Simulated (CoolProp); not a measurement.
Model: reference Helmholtz-energy equation of state, Platzer 1990, in CoolProp. This equation is an older, rougher fit; its heat capacities, sound speeds and derivatives of the liquid may be far off and weren't checked against measurements.

Problem. Give the vapour pressure (MPa), vapour density (kg/m³), surface tension (mN/m) of saturated CF4 (R14) at -123.05, -120.85, -112.05 °C.

Solution. 
```
T (°C)   p (MPa)  vapour density (kg/m³)  surface tension (mN/m)
-------  -------  ----------------------  ----------------------
-123.05    0.142                    10.5                    11.1
-120.85    0.164                    12.0                    10.7
-112.05    0.276                    19.6                    9.19
```

Surface tension comes from a separate correlation (Mulero 2012).
